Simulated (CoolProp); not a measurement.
p-xylene along the isotherm 620 K: density (kg/m³) from the reference equation and from simpler models built on Tc = 616.2 K, pc = 3532 kPa, ω = 0.324; each cubic takes its own stable root.

The numbers come from the reference Helmholtz-energy equation of state, Zhou 2012 in CoolProp.

```
p (kPa)          phase  reference
-------  -------------  ---------
1360               gas      33.14
2720               gas      87.39
4070     supercritical      405.8
5430     supercritical      467.7
6790     supercritical      495.4
8150     supercritical      514.3
9510     supercritical      528.9
10900    supercritical      541.2
12200    supercritical      551.0
13600    supercritical      560.3
14900    supercritical      568.0
16300    supercritical      575.5
17700    supercritical      582.3
```

**Question.** How far does each simpler model (ideal gas, van der Waals, Redlich-Kwong) lie from the reference over these 13 states: mean and median of the absolute difference, and the worst?

**Answer.** 
- ideal gas: mean 53.6 %, median 54.4 %, worst -79.3 % at 620 K and 4070 kPa
- van der Waals: mean 27.7 %, median 31.2 %, worst -33.2 % at 620 K and 4070 kPa
- Redlich-Kwong: mean 13.4 %, median 13.7 %, worst -22.6 % at 620 K and 4070 kPa
